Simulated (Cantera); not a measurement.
What does this Cantera script print?

```python
import numpy as np
import cantera as ct

gas_names = """
    H HO2 H2 H2O H2O2 Li LiH LiO LiOH Li2 Li2O Li2O2 Li2O2H2 O OH O2 O3
""".split()
cond_names = """
    H2O(s) H2O(L) Li(cr) Li(L) LiH(s) LiH(L) LiOH(s) LiOH(L) Li2O(s) Li2O(L)
""".split()


def load(file, names, dense=False):
    # The tables refer to 1 bar. Condensed volumes are neglected.
    table = {s.name: s for s in ct.Species.list_from_file(file)}
    out = []
    for n in names:
        d = dict(table[n].input_data)
        d["thermo"] = dict(d["thermo"], **{"reference-pressure": 1e5})
        if dense:
            d["equation-of-state"] = {"model": "constant-volume", "density": "1e6 g/cm^3"}
        out.append(ct.Species.from_dict(d))
    return out


gas = ct.Solution(thermo="ideal-gas", species=load("nasa_gas.yaml", gas_names))
cond = {s.name: ct.Solution(thermo="fixed-stoichiometry", species=[s], name=s.name)
        for s in load("nasa_condensed.yaml", cond_names, dense=True)}
atoms = {
    'LiOH': {'Li': 1, 'O': 1, 'H': 1},
    'H2': {'H': 2},
}
top_T = {}  # K; cautious upper limits of use, not melting points


def equilibrate(T, P, feed):
    n = {}
    for name, mol in feed.items():
        for a, k in atoms[name].items():
            n[a] = n.get(a, 0.0) + k * mol
    gas.TPX = T, P, n
    mass = sum(n.values()) * gas.mean_molecular_weight
    gas.equilibrate("TP")
    valid = [c for c in cond.values() if c.min_temp <= T <= top_T.get(c.name, c.max_temp)]
    mix = ct.Mixture([(gas, mass / gas.mean_molecular_weight)] + [(c, 0.0) for c in valid])
    mix.T, mix.P = T, P
    mix.equilibrate("TP", solver="vcs", rtol=1e-11, max_steps=5000)
    return mix


results = []
feed = {'LiOH': 1, 'H2': 5.1}  # mol
T = 1075  # K
P = 101325  # Pa
mix = equilibrate(T, P, feed)
results.append((T, P, feed, dict(zip(mix.species_names, mix.species_moles))))
print(gas.report(threshold=1e-05))
for i in range(1, mix.n_phases):
    print(f"{mix.phase(i).name:16s} {mix.phase_moles(i):12.5e} mol")
```

Result:

```
       temperature   1075 K
          pressure   1.0132e+05 Pa
           density   0.039053 kg/m^3
  mean mol. weight   3.445 kg/kmol
   phase of matter   gas

                          1 kg             1 kmol
                     ---------------   ---------------
          enthalpy         5.568e+05        1.9182e+06  J
   internal energy       -2.0377e+06       -7.0199e+06  J
           entropy             51332        1.7684e+05  J/K
    Gibbs function       -5.4626e+07       -1.8818e+08  J
 heat capacity c_p              9165             31573  J/K
 heat capacity c_v            6751.5             23259  J/K

                      mass frac. Y      mole frac. X     chem. pot. / RT
                     ---------------   ---------------   ---------------
                H2           0.53294            0.9107           -17.769
               H2O            0.4668          0.089266           -54.554
              LiOH        0.00021134        3.0403e-05           -65.307
     [  +14 minor]        4.1819e-05        3.0253e-06

Li(L)             0.00000e+00 mol
LiH(L)            0.00000e+00 mol
LiOH(L)           0.00000e+00 mol
Li2O(s)           4.99898e-01 mol
```

These are equilibrium values from Cantera (NASA tables, ideal gas, pure condensed phases), not measurements of a reactor.
